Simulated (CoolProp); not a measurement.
The fluid at 298.15 K and 1.44 MPa flows at 0.089 m/s in a round tube of 50 mm bore and 0.25 µm roughness, fully developed (64/Re and Nu = 3.66 if laminar; Colebrook and Gnielinski if turbulent). The same conditions are run with several fluids, on thermodynamics alone (safety and materials aside).

Model: reference Helmholtz-energy equation of state of each fluid (CH2F2 (R32): Tillner-Roth 1997; dry air: Lemmon 2000; ethane: Bücker 2006; C2F6 (R116): Lemmon 2006; oxygen: Schmidt 1985), in CoolProp. Blends and air are pseudo-pure fits.

```json
[
 {"fluid": "CH2F2 (R32)", "Reynolds number": "12400", "Darcy friction factor": "0.0292", "pressure drop (Pa/m)": "[?]", "heat-transfer coefficient (W/(m² K))": "14.4", "mass flow (kg/h)": "23.9"},
 {"fluid": "dry air", "Reynolds number": "[?]", "Darcy friction factor": "[?]", "pressure drop (Pa/m)": "0.0533", "heat-transfer coefficient (W/(m² K))": "7.03", "mass flow (kg/h)": "10.6"},
 {"fluid": "ethane", "Reynolds number": "9020", "Darcy friction factor": "0.0317", "pressure drop (Pa/m)": "0.0498", "heat-transfer coefficient (W/(m² K))": "13.4", "mass flow (kg/h)": "12.4"},
 {"fluid": "C2F6 (R116)", "Reynolds number": "29500", "Darcy friction factor": "0.0236", "pressure drop (Pa/m)": "0.180", "heat-transfer coefficient (W/(m² K))": "23.6", "mass flow (kg/h)": "60.7"},
 {"fluid": "oxygen", "Reynolds number": "4000", "Darcy friction factor": "[?]", "pressure drop (Pa/m)": "0.0593", "heat-transfer coefficient (W/(m² K))": "[?]", "mass flow (kg/h)": "11.8"}
]
```

Fill in the missing entries.


- CH2F2 (R32), pressure drop (Pa/m): 0.0879
- dry air, Reynolds number: 4030
- dry air, Darcy friction factor: 0.0398
- oxygen, Darcy friction factor: 0.0399
- oxygen, heat-transfer coefficient (W/(m² K)): 7.09

Transport values come from each fluid's own correlations; those of CH2F2 (R32), C2F6 (R116) are estimates that may be off by 10 % or more.
